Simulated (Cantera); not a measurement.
A Cantera script and what it prints.

```python
import numpy as np
import cantera as ct

gas_names = """
    Cr CrN CrO CrO2 CrO3 H HNO HNO2 HNO3 HO2 H2 H2O H2O2 N NH NH2 NH3 NH2OH NO NO2 NO3 N2 N2H2 N2H4 N2O
    O OH O2 O3
""".split()
cond_names = """
    Cr(cr) Cr(L) CrN(s) Cr2N(s) Cr2O3(s) Cr2O3(L) H2O(s) H2O(L)
""".split()


# ... load() reads the species with a 1 bar reference pressure and builds the phases ...
atoms = {
    'Cr': {'Cr': 1},
    'H2O': {'H': 2, 'O': 1},
    'N2': {'N': 2},
}
top_T = {'CrN(s)': 1900, 'Cr2N(s)': 1900}  # K; cautious upper limits of use, not melting points


# ... equilibrate(T, P, feed) seeds the gas with the atoms and calls Mixture.equilibrate('TP', solver="vcs", rtol=1e-11, max_steps=5000) ...
results = []
feed = {'Cr': 1, 'H2O': 0.026, 'N2': 10}  # mol
T = 2223.15  # K
P = 100000  # Pa
mix = equilibrate(T, P, feed)
results.append((T, P, feed, dict(zip(mix.species_names, mix.species_moles))))
print(gas.report(threshold=1e-05))
for i in range(1, mix.n_phases):
    print(f"{mix.phase(i).name:16s} {mix.phase_moles(i):12.5e} mol")
```

It prints:

```
       temperature   2223.2 K
          pressure   1e+05 Pa
           density   0.15256 kg/m^3
  mean mol. weight   28.2 kg/kmol
   phase of matter   gas

                          1 kg             1 kmol
                     ---------------   ---------------
          enthalpy        2.4146e+06        6.8091e+07  J
   internal energy        1.7591e+06        4.9607e+07  J
           entropy            9077.2        2.5598e+05  J/K
    Gibbs function       -1.7765e+07       -5.0099e+08  J
 heat capacity c_p            1285.7             36256  J/K
 heat capacity c_v            990.83             27942  J/K

                      mass frac. Y      mole frac. X     chem. pot. / RT
                     ---------------   ---------------   ---------------
                Cr          0.018804          0.010198           -6.9339
               CrO         0.0006814         0.0002826           -31.558
                 H         1.107e-05        0.00030971           -12.942
                H2        0.00016683         0.0023336           -25.883
               H2O        4.8849e-05        7.6467e-05           -50.507
                N2           0.98028           0.98679           -27.316
     [  +23 minor]        1.2219e-05        6.3414e-06

Cr(L)             8.78911e-01 mol
Cr2O3(s)          7.42249e-03 mol
```

Method: chemical equilibrium by Gibbs-energy minimisation in Cantera with the NASA 1993 tables (ideal gas, pure condensed phases). Mutual solubility and eutectic melting of coexisting phases are not modelled.
